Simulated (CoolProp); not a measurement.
R143a at 293.15 K and 0.817 MPa flows at 0.55 m/s in a round tube of 6 mm bore and 1.5 µm roughness, fully developed (64/Re and Nu = 3.66 if laminar; Colebrook and Gnielinski if turbulent). Each further row changes one setting.

Model: reference Helmholtz-energy equation of state, Lemmon and Jacobsen 2000, in CoolProp.

```tsv
case	Reynolds number	Darcy friction factor	pressure drop (Pa/m)	heat-transfer coefficient (W/(m² K))	mass flow (kg/h)
as stated	9990	0.0313	26.5	81.1	1.88
velocity 1.1 m/s	20000	0.0264	89.7	144	3.77
diameter 12 mm	20000	0.0262	11.1	71.0	7.53
```

Viscosity comes from a separate model (Klein 1997), an estimate that may be off by 10 % or more. Thermal conductivity comes from a separate model (McLinden 2000), an estimate that may be off by 10 % or more.
